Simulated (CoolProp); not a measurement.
Properties of nitrogen along the isobar 19.3 MPa (Tc = 126.2 K, pc = 3.396 MPa, ω = 0.037).

Model: reference Helmholtz-energy equation of state, Span 2000, in CoolProp.

| T (K) | phase | cv (kJ/(kg K)) | Joule-Thomson coefficient (K/MPa) | isothermal compressibility (1/MPa) | expansivity (1/kK) | conductivity (mW/(m K)) | fugacity coefficient |
|---|---|---|---|---|---|---|---|
| 74.3 | liquid | 1.148 | -0.4236 | 0.001917 | 4.112 | 169 | 0.009860 |
| 91.1 | liquid | 1.057 | -0.3811 | 0.002895 | 4.631 | 141 | 0.04571 |
| 107.9 | liquid | 0.9908 | -0.3032 | 0.004492 | 5.318 | 116 | 0.1208 |
| 124.7 | liquid | 0.9427 | -0.1700 | 0.007223 | 6.246 | 94.1 | 0.2308 |
| 141.4 | supercritical | 0.9081 | 0.03705 | 0.01184 | 7.384 | 75.9 | 0.3591 |
| 158.2 | supercritical | 0.8822 | 0.3168 | 0.01889 | 8.431 | 62.1 | 0.4894 |
| 175 | supercritical | 0.8609 | 0.6126 | 0.02719 | 8.821 | 52.7 | 0.6076 |
| 191.8 | supercritical | 0.8421 | 0.8454 | 0.03429 | 8.390 | 46.5 | 0.7074 |
| 208.6 | supercritical | 0.8258 | 0.9745 | 0.03897 | 7.517 | 42.3 | 0.7881 |
| 225.4 | supercritical | 0.8124 | 1.014 | 0.04169 | 6.599 | 39.7 | 0.8523 |
| 242.1 | supercritical | 0.8018 | 0.9955 | 0.04324 | 5.803 | 38.1 | 0.9025 |
| 258.9 | supercritical | 0.7936 | 0.9424 | 0.04416 | 5.144 | 37.1 | 0.9425 |
| 275.7 | supercritical | 0.7871 | 0.8713 | 0.04473 | 4.610 | 36.9 | 0.9740 |
| 292.5 | supercritical | 0.7820 | 0.7920 | 0.04511 | 4.175 | 36.9 | 0.9990 |
| 309.3 | supercritical | 0.7781 | 0.7100 | 0.04538 | 3.816 | 37.2 | 1.019 |

Thermal conductivity comes from a separate model (Lemmon 2004).
